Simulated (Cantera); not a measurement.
Cantera run:

```python
import numpy as np
import cantera as ct

gas_names = """
    B BF BF2 BF3 BH BHF2 BH2 BH3 BN B2 F F2 H HF H2 H2F2 H3F3 H4F4 H5F5 H6F6 H7F7 N NF NF2 NF3 NH NH2
    NH3 N2 N2H2 N2H4
""".split()
cond_names = """
    B(b) B(L) BN(s)
""".split()


# ... load() reads the species with a 1 bar reference pressure and builds the phases ...
atoms = {
    'BN': {'B': 1, 'N': 1},
    'HF': {'H': 1, 'F': 1},
}
top_T = {'BN(s)': 3200}  # K; cautious upper limits of use, not melting points


# ... equilibrate(T, P, feed) seeds the gas with the atoms and calls Mixture.equilibrate('TP', solver="vcs", rtol=1e-11, max_steps=5000) ...
results = []
feed = {'BN': 1, 'HF': 2.4}  # mol
P = 10000  # Pa
for T in [1275, 1300, 1325, 1350, 1375, 1400, 1425, 1450, 1475, 1500, 1525, 1550, 1575, 1600]:
    mix = equilibrate(T, P, feed)
    results.append((T, P, feed, dict(zip(mix.species_names, mix.species_moles))))
    x = sorted(zip(gas.X, gas.species_names), reverse=True)
    print(f"T = {T:g} K  P = {P:g} Pa  gas = {mix.phase_moles(0):.4g} mol")
    print("   x: " + "  ".join(f"{s} {v:.3e}" for v, s in x if v > 1e-06))
    print("   condensed (mol): " + ("  ".join(f"{mix.phase(i).name} {mix.phase_moles(i):.4g}"
          for i in range(1, mix.n_phases) if mix.phase_moles(i) > 1e-12) or "none"))
```

Result:

```
T = 1275 K  P = 10000 Pa  gas = 2.4 mol
   x: H2 4.862e-01  BF3 3.239e-01  N2 1.624e-01  HF 2.669e-02  BHF2 8.007e-04  BF2 3.151e-05  NH3 1.876e-06  H 1.625e-06
   condensed (mol): BN(s) 0.2207
T = 1300 K  P = 10000 Pa  gas = 2.4 mol
   x: H2 4.856e-01  BF3 3.234e-01  N2 1.622e-01  HF 2.771e-02  BHF2 9.605e-04  BF2 4.936e-05  H 2.438e-06  NH3 1.691e-06
   condensed (mol): BN(s) 0.2214
T = 1325 K  P = 10000 Pa  gas = 2.4 mol
   x: H2 4.850e-01  BF3 3.229e-01  N2 1.621e-01  HF 2.874e-02  BHF2 1.144e-03  BF2 7.602e-05  H 3.602e-06  NH3 1.529e-06
   condensed (mol): BN(s) 0.222
T = 1350 K  P = 10000 Pa  gas = 2.4 mol
   x: H2 4.844e-01  BF3 3.224e-01  N2 1.619e-01  HF 2.975e-02  BHF2 1.353e-03  BF2 1.152e-04  H 5.245e-06  NH3 1.388e-06
   condensed (mol): BN(s) 0.2226
T = 1375 K  P = 10000 Pa  gas = 2.4 mol
   x: H2 4.838e-01  BF3 3.219e-01  N2 1.618e-01  HF 3.077e-02  BHF2 1.591e-03  BF2 1.718e-04  H 7.537e-06  NH3 1.264e-06
   condensed (mol): BN(s) 0.2232
T = 1400 K  P = 10000 Pa  gas = 2.4 mol
   x: H2 4.831e-01  BF3 3.213e-01  N2 1.617e-01  HF 3.177e-02  BHF2 1.859e-03  BF2 2.525e-04  H 1.069e-05  NH3 1.155e-06
   condensed (mol): BN(s) 0.2237
T = 1425 K  P = 10000 Pa  gas = 2.4 mol
   x: H2 4.824e-01  BF3 3.207e-01  N2 1.616e-01  HF 3.277e-02  BHF2 2.159e-03  BF2 3.661e-04  H 1.498e-05  BF 1.544e-06  NH3 1.058e-06
   condensed (mol): BN(s) 0.2242
T = 1450 K  P = 10000 Pa  gas = 2.401 mol
   x: H2 4.817e-01  BF3 3.200e-01  N2 1.615e-01  HF 3.375e-02  BHF2 2.494e-03  BF2 5.237e-04  H 2.076e-05  BF 2.860e-06
   condensed (mol): BN(s) 0.2246
T = 1475 K  P = 10000 Pa  gas = 2.401 mol
   x: H2 4.810e-01  BF3 3.192e-01  N2 1.614e-01  HF 3.473e-02  BHF2 2.866e-03  BF2 7.399e-04  H 2.844e-05  BF 5.184e-06
   condensed (mol): BN(s) 0.2249
T = 1500 K  P = 10000 Pa  gas = 2.401 mol
   x: H2 4.802e-01  BF3 3.184e-01  N2 1.613e-01  HF 3.570e-02  BHF2 3.277e-03  BF2 1.033e-03  H 3.857e-05  BF 9.210e-06
   condensed (mol): BN(s) 0.2251
T = 1525 K  P = 10000 Pa  gas = 2.402 mol
   x: H2 4.794e-01  BF3 3.174e-01  N2 1.613e-01  HF 3.665e-02  BHF2 3.728e-03  BF2 1.425e-03  H 5.180e-05  BF 1.605e-05
   condensed (mol): BN(s) 0.2252
T = 1550 K  P = 10000 Pa  gas = 2.402 mol
   x: H2 4.785e-01  BF3 3.163e-01  N2 1.613e-01  HF 3.758e-02  BHF2 4.222e-03  BF2 1.945e-03  H 6.890e-05  BF 2.745e-05
   condensed (mol): BN(s) 0.2251
T = 1575 K  P = 10000 Pa  gas = 2.403 mol
   x: H2 4.776e-01  BF3 3.151e-01  N2 1.613e-01  HF 3.850e-02  BHF2 4.759e-03  BF2 2.627e-03  H 9.082e-05  BF 4.613e-05
   condensed (mol): BN(s) 0.2249
T = 1600 K  P = 10000 Pa  gas = 2.405 mol
   x: H2 4.766e-01  BF3 3.136e-01  N2 1.613e-01  HF 3.940e-02  BHF2 5.340e-03  BF2 3.512e-03  H 1.187e-04  BF 7.624e-05
   condensed (mol): BN(s) 0.2244
```

Cantera equilibrium calculation (NASA polynomials, part measured and part estimated; ideal gas, pure solids and liquids). The tables' values for BF2 are old estimates; treat these amounts as uncertain.
